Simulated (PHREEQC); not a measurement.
Leach liquor

Consider water at 88 °C with 0.052 mol/kgw H2SO4, 0.09 mol/kgw MnSO4 and 0.053 mol/kgw Fe2(SO4)3. Closed to the air; pH follows from the charge balance.

Computed with PHREEQC (ion-association model, phreeqc.dat).

No solid was allowed to form.

Question: What pH does the model give?

Answer: pH 1.92.

Question: In which forms is S present?

Answer: HSO4- 30 %, FeSO4+ 22 %, SO4-2 17 %, MnSO4 16 %, Fe(SO4)2- 12 %, FeHSO4+2 3.2 % of the S.

Examples of supersaturated solids here: Hematite (slow to form), Goethite (slow to form). Others may be too. Complexes and solids missing from the database can't appear. At this temperature some constants are extrapolated from 25 °C, and those without enthalpy data are left unchanged.
